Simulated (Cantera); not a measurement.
Feed: 1 mol Al, 0.52 mol Cl2, 0.79 mol H2, held at 0.428 Torr.

Cantera equilibrium calculation (NASA polynomials, part measured and part estimated; ideal gas, pure solids and liquids). Candidate condensed phases: Al, AlCl3; 12 gas species. Equilibrium is a limit: real reactors are often held back by kinetics, nucleation or transport.

Which condensed phases are stable at each of these points (T (K)): 498, 573, 648, 723, 798, 873, 948?


| T (K) | condensed phases | Al condensed (%) |
|---|---|---|
| 498 | Al(s) | 65.3 |
| 573 | Al(s) | 65.3 |
| 648 | Al(s) | 65.3 |
| 723 | Al(s) | 65.3 |
| 798 | Al(s) | 64.7 |
| 873 | Al(s) | 61.3 |
| 948 | Al(l) | 48.0 |

From 498 K to 873 K the condensed part is Al(s). At 948 K the condensed part is Al(l).
